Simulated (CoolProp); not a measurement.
The fluid at 314.31 K and 4.88 MPa is throttled through a valve to 2.22 MPa with no heat exchange. The same conditions are run with several fluids, on thermodynamics alone (safety and materials aside).

Values from CoolProp's reference Helmholtz-energy equation of state of each fluid (R410A: Lemmon 2003; chloromethane (R40): Thol 2014; methanol: de Reuck 1993; p-xylene: Zhou 2012; R1132(E): Akasaka 2024). Blends and air are pseudo-pure fits.

```
fluid                temperature change (K)                       final phase  final density (kg/m³)
-------------------  ----------------------  --------------------------------  ---------------------
R410A                                  -4.8  two-phase, vapour fraction 0.037                    731
chloromethane (R40)                    +0.4                            liquid                    881
methanol                                  …                            liquid                    773
p-xylene                               +1.2                            liquid                    843
R1132(E)                                  …                                 …                    638
```

What belongs in the gaps?


- methanol, temperature change (K): +0.8
- R1132(E), temperature change (K): -4.4
- R1132(E), final phase: two-phase, vapour fraction 0.035
